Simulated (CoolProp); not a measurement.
Vapour-liquid equilibrium of R113 (1) + acetone (2) at 1.48 MPa; x and y are mole fractions of (1).

Values from CoolProp's multi-fluid Helmholtz-energy mixture model, Marx 1992 and Lemmon 2006; pair parameters Bell 2016.

```
x     bubble temperature, mixture model (°C)  bubble temperature, Raoult's law (°C)  y, mixture model  y, Raoult's law
----  --------------------------------------  -------------------------------------  ----------------  ---------------
0.05                                   161.6                                  163.5             0.073            0.052
0.2                                    157.2                                  163.1             0.252            0.207
0.35                                   154.6                                  162.7             0.392            0.361
0.5                                    153.5                                  162.3             0.514            0.512
0.65                                   153.6                                  161.9             0.632            0.661
0.8                                    155.2                                  161.5             0.763            0.808
0.95                                   159.0                                  161.1             0.930            0.952
```

The largest gap from Raoult's law is -8.8 K in bubble temperature, at x = 0.5. y crosses x between x = 0.5 and 0.65: the model has an azeotrope there.

Pair parameters are fitted to limited data, so mixtures are less certain than the pure fluids.
